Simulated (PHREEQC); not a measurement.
# Sulfide liquor: speciation

Make-up at 25 °C: 0.02 mol/kgw NaHS. It is in equilibrium with CO2 at log p = -1 (atm). Otherwise closed; pH follows from the charge balance.

Equilibrium calculation in PHREEQC: ion-association model, phreeqc.dat.

No solid was allowed to form.

Predict the pH.

pH 6.80.

In which forms is C present?

HCO3- 76 %, CO2 24 %, NaHCO3 0.6 % of the C.
